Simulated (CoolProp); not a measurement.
A single-stage vapour-compression cycle with the fluid: evaporating at 237.15 K (dew point), condensing at 290.15 K (bubble point), superheat 8 K, subcooling 2 K, compressor efficiency 0.85, no pressure losses. The same conditions are run with several fluids, on thermodynamics alone (safety and materials aside).

The numbers come from the reference Helmholtz-energy equation of state of each fluid (isobutane: Bücker 2006; R125: Lemmon 2005; R21: Platzer 1990; vinyl chloride: Thol 2022; ethane: Bücker 2006; ammonia: Gao 2020) in CoolProp. The equations of Platzer and Polt are older, rougher fits.

```tsv
fluid	cooling COP	pressure ratio	discharge temperature (K)	refrigerating effect (kJ/kg)	volumetric capacity (kJ/m³)
isobutane	3.12	___	308.1	___	288
R125	___	6.27	___	101	1110
R21	3.21	11.4	360.0	215	132
vinyl chloride	3.18	8.35	359.4	303	___
ethane	2.42	3.99	328.9	___	3770
ammonia	2.99	___	427.5	1160	877
```

**Question.** Fill in the missing entries.

**Answer.** 
- isobutane, pressure ratio: 7.87
- isobutane, refrigerating effect (kJ/kg): 283
- R125, cooling COP: 2.79
- R125, discharge temperature (K): 306.5
- vinyl chloride, volumetric capacity (kJ/m³): 348
- ethane, refrigerating effect (kJ/kg): 250
- ammonia, pressure ratio: 8.80
